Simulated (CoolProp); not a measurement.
Vapour-liquid equilibrium of carbon dioxide (1) + CHF3 (R23) (2) at 17.8 bar; x and y are mole fractions of (1).

Computed with CoolProp (multi-fluid Helmholtz-energy mixture model, Span 1996 and Penoncello 2003; pair parameters Bell 2016).

| x | bubble temperature, mixture model (K) | bubble temperature, Raoult's law (K) | y, mixture model | y, Raoult's law |
|---|---|---|---|---|
| 0.05 | 260.3 | 260.5 | 0.067 | 0.069 |
| 0.2 | 257.8 | 258.5 | 0.254 | 0.260 |
| 0.35 | 255.5 | 256.7 | 0.420 | 0.431 |
| 0.5 | 253.7 | 255.0 | 0.567 | 0.585 |
| 0.65 | 252.2 | 253.4 | 0.701 | 0.724 |
| 0.8 | 251.0 | 251.8 | 0.828 | 0.850 |
| 0.95 | 250.1 | 250.4 | 0.955 | 0.964 |

The largest gap from Raoult's law is -1.3 K in bubble temperature, at x = 0.5. No azeotrope shows between x = 0.05 and 0.95.

Pair parameters are fitted to limited data, so mixtures are less certain than the pure fluids.
